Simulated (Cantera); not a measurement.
A Cantera script and what it prints.

```python
import numpy as np
import cantera as ct

gas_names = """
    N NO NO2 NO3 N2 N2O O O2 O3 Si SiN SiO SiO2 Si2 Si2N Si3
""".split()
cond_names = """
    Si(cr) Si(L) SiO2(Lqz) SiO2(hqz) SiO2(L) Si2N2O(s) Si3N4(a)
""".split()


def load(file, names, dense=False):
    # The tables refer to 1 bar. Condensed volumes are neglected.
    table = {s.name: s for s in ct.Species.list_from_file(file)}
    out = []
    for n in names:
        d = dict(table[n].input_data)
        d["thermo"] = dict(d["thermo"], **{"reference-pressure": 1e5})
        if dense:
            d["equation-of-state"] = {"model": "constant-volume", "density": "1e6 g/cm^3"}
        out.append(ct.Species.from_dict(d))
    return out


gas = ct.Solution(thermo="ideal-gas", species=load("nasa_gas.yaml", gas_names))
cond = {s.name: ct.Solution(thermo="fixed-stoichiometry", species=[s], name=s.name)
        for s in load("nasa_condensed.yaml", cond_names, dense=True)}
atoms = {
    'Si3N4': {'Si': 3, 'N': 4},
    'N2O': {'N': 2, 'O': 1},
    'N2': {'N': 2},
}
top_T = {'Si2N2O(s)': 2100, 'Si3N4(a)': 2400}  # K; cautious upper limits of use, not melting points


def equilibrate(T, P, feed):
    n = {}
    for name, mol in feed.items():
        for a, k in atoms[name].items():
            n[a] = n.get(a, 0.0) + k * mol
    gas.TPX = T, P, n
    mass = sum(n.values()) * gas.mean_molecular_weight
    gas.equilibrate("TP")
    valid = [c for c in cond.values() if c.min_temp <= T <= top_T.get(c.name, c.max_temp)]
    mix = ct.Mixture([(gas, mass / gas.mean_molecular_weight)] + [(c, 0.0) for c in valid])
    mix.T, mix.P = T, P
    mix.equilibrate("TP", solver="vcs", rtol=1e-11, max_steps=5000)
    return mix


results = []
feed = {'Si3N4': 1, 'N2O': 0.14, 'N2': 97}  # mol
T = 1548  # K
P = 4100  # Pa
mix = equilibrate(T, P, feed)
results.append((T, P, feed, dict(zip(mix.species_names, mix.species_moles))))
print(gas.report(threshold=1e-05))
for i in range(1, mix.n_phases):
    print(f"{mix.phase(i).name:16s} {mix.phase_moles(i):12.5e} mol")
```

Output:

```
       temperature   1548 K
          pressure   4100 Pa
           density   0.0089239 kg/m^3
  mean mol. weight   28.014 kg/kmol
   phase of matter   gas

                          1 kg             1 kmol
                     ---------------   ---------------
          enthalpy        1.4293e+06         4.004e+07  J
   internal energy        9.6985e+05         2.717e+07  J
           entropy            9620.6        2.6951e+05  J/K
    Gibbs function       -1.3463e+07       -3.7716e+08  J
 heat capacity c_p            1246.4             34917  J/K
 heat capacity c_v            949.62             26603  J/K

                      mass frac. Y      mole frac. X     chem. pot. / RT
                     ---------------   ---------------   ---------------
                N2           0.99999           0.99999           -29.304
     [  +15 minor]        1.4657e-05        9.3197e-06

Si(cr)            0.00000e+00 mol
SiO2(hqz)         0.00000e+00 mol
Si2N2O(s)         1.39096e-01 mol
Si3N4(a)          9.06967e-01 mol
```

Method: chemical equilibrium by Gibbs-energy minimisation in Cantera with the NASA 1993 tables (ideal gas, pure condensed phases). Mutual solubility and eutectic melting of coexisting phases are not modelled.
